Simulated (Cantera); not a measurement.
## SO2 + O2 + H2 (abatement and gas-phase synthesis)

Charge: 1 mol SO2, 0.17 mol O2, 6.5 mol H2, at 1.00 Torr.

Equilibrium computed with Cantera from the NASA thermochemical tables; the gas is ideal and each condensed phase is pure. Candidate condensed phases: H2O, H2SO4, S; 19 gas species. Equilibrium is a limit: real reactors are often held back by kinetics, nucleation or transport.

From 2225 °C to 2775 °C nothing is condensed.

```tsv
T (°C)	x H	x H2	x O	x H2O	x S	x SO	x OH	x SO2
2225	0.399	0.342	0.0202	0.109	0.0347	0.0469	0.0263	0.0160
2275	0.459	0.294	0.0305	0.0874	0.0356	0.0438	0.0299	0.0133
2325	0.518	0.246	0.0435	0.0659	0.0370	0.0400	0.0320	0.0105
2375	0.572	0.202	0.0583	0.0464	0.0391	0.0356	0.0320	0.00764
2425	0.620	0.161	0.0735	0.0305	0.0418	0.0306	0.0300	0.00519
2475	0.660	0.126	0.0880	0.0189	0.0448	0.0254	0.0265	0.00328
2525	0.693	0.0969	0.101	0.0112	0.0479	0.0205	0.0224	0.00195
2575	0.718	0.0737	0.111	0.00638	0.0508	0.0160	0.0182	0.00110
2625	0.737	0.0556	0.119	0.00357	0.0533	0.0122	0.0145	0.000602
2675	0.752	0.0418	0.125	0.00197	0.0553	0.00913	0.0113	0.000321
2725	0.762	0.0315	0.130	0.00109	0.0568	0.00677	0.00876	0.000169
2775	0.771	0.0237	0.134	0.000604	0.0580	0.00498	0.00675	8.82e-5
```
x: gas mole fraction; nothing condenses.
